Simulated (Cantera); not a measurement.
**Silicon etching in halogen gases: Si + NF3 + N2 + HCl**

Feed: 1 mol Si, 5.9 mol NF3, 0.89 mol N2, 4.6 mol HCl, equilibrated at 0.0413 Torr.

These are equilibrium values from Cantera (NASA tables, ideal gas, pure condensed phases), not measurements of a reactor. Candidate condensed phases: NH4Cl, Si, Si3N4; 49 gas species. Equilibrium is a limit: real reactors are often held back by kinetics, nucleation or transport.

From 700 K to 1700 K nothing is condensed. The main Si-bearing gas is SiF4 throughout.

| T (K) | x F | x HF | x ClF | x N2 | x Cl | x F2 | x SiF4 | x Cl2 |
|---|---|---|---|---|---|---|---|---|
| 700 | 0.0621 | 0.274 | 0.274 | 0.228 | 7.48e-9 | 0.102 | 0.0595 | 7.04e-9 |
| 800 | 0.191 | 0.255 | 0.255 | 0.213 | 5.46e-7 | 0.0292 | 0.0555 | 1.88e-7 |
| 900 | 0.238 | 0.249 | 0.249 | 0.208 | 3.09e-5 | 0.00291 | 0.0541 | 9.64e-6 |
| 1000 | 0.243 | 0.248 | 0.246 | 0.207 | 0.000926 | 0.000338 | 0.0539 | 0.000313 |
| 1100 | 0.260 | 0.244 | 0.223 | 0.204 | 0.0131 | 6.34e-5 | 0.0530 | 0.00411 |
| 1200 | 0.316 | 0.228 | 0.136 | 0.190 | 0.0690 | 2.07e-5 | 0.0496 | 0.0117 |
| 1300 | 0.368 | 0.210 | 0.0461 | 0.175 | 0.148 | 7.84e-6 | 0.0455 | 0.00781 |
| 1400 | 0.388 | 0.201 | 0.0110 | 0.168 | 0.186 | 2.89e-6 | 0.0438 | 0.00235 |
| 1500 | 0.392 | 0.199 | 0.00265 | 0.166 | 0.196 | 1.14e-6 | 0.0434 | 0.000616 |
| 1600 | 0.393 | 0.199 | 0.000729 | 0.166 | 0.198 | 4.94e-7 | 0.0433 | 0.000178 |
| 1700 | 0.393 | 0.199 | 0.000231 | 0.166 | 0.198 | 2.36e-7 | 0.0432 | 5.87e-5 |
x: gas mole fraction; nothing condenses.
